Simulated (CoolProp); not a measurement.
Vapour-liquid equilibrium of R142b (1) + R113 (2) at 4.49 bar; x and y are mole fractions of (1).

Computed with CoolProp (multi-fluid Helmholtz-energy mixture model, Lemmon 2006 and Marx 1992; pair parameters Bell 2016).

Question: Give the bubble temperature and the first vapour's composition at x = 0.05, 0.45, 0.75. Is there an azeotrope?

Answer: x = 0.05: 366.3 K, y = 0.196; x = 0.45: 328.8 K, y = 0.807; x = 0.75: 315.8 K, y = 0.932. No azeotrope shows between x = 0.05 and 0.95.

Pair parameters are fitted to limited data, so mixtures are less certain than the pure fluids.
